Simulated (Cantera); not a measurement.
**Ignition delay**

Mixture: 23.6 % CH3OH, 16.1 % O2, 60.3 % N2, equivalence ratio 2.2, at 4.93 atm, adiabatic and at constant volume. Ignition delay is the time to a rise of 400 K.

Cantera simulation using GRI-Mech 3.0 (53 species, 325 reactions); the numbers are that mechanism's predictions, not measurements. GRI-Mech 3.0 was tuned for natural gas; its chemistry of methanol as a main component is partial and can be far from experiment.

| T0 (K) | delay (ms) |
|---|---|
| 1025 | 66.0 |
| 1100 | 13.0 |
| 1175 | 3.14 |
| 1250 | 0.907 |
| 1325 | 0.304 |
| 1400 | 0.116 |
| 1475 | 0.0499 |

```json
{
  "apparent activation energy between 1325 and 1475 K": "200 kJ/mol"
}
```
